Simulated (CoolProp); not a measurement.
R123 along the isobar 383 kPa: Z from the reference equation and from simpler models built on Tc = 456.8 K, pc = 3662 kPa, ω = 0.282; each cubic takes its own stable root.

Model: reference Helmholtz-energy equation of state, Younglove 1994, in CoolProp. It is a modified Benedict-Webb-Rubin equation, recast in Helmholtz form.

```tsv
T (K)	phase	reference
351.2	gas	0.9012
360.3	gas	0.9106
369.4	gas	0.9188
378.5	gas	0.9260
387.5	gas	0.9323
396.6	gas	0.9379
405.7	gas	0.9429
414.8	gas	0.9474
423.8	gas	0.9514
432.9	gas	0.9550
442	gas	0.9583
451.1	gas	0.9613
460.2	gas	0.9641
```

Task: How far does each simpler model (Pitzer virial, van der Waals, Soave-Redlich-Kwong, Peng-Robinson) lie from the reference over these 13 states: mean and median of the absolute difference, and the worst?

Result: 
- Pitzer virial: mean 0.3 %, median 0.2 %, worst +0.9 % at 351.2 K and 383 kPa
- van der Waals: mean 1.8 %, median 1.5 %, worst +4.2 % at 351.2 K and 383 kPa
- Soave-Redlich-Kwong: mean 0.4 %, median 0.2 %, worst +1.2 % at 351.2 K and 383 kPa
- Peng-Robinson: mean 0.3 %, median 0.3 %, worst +0.6 % at 351.2 K and 383 kPa
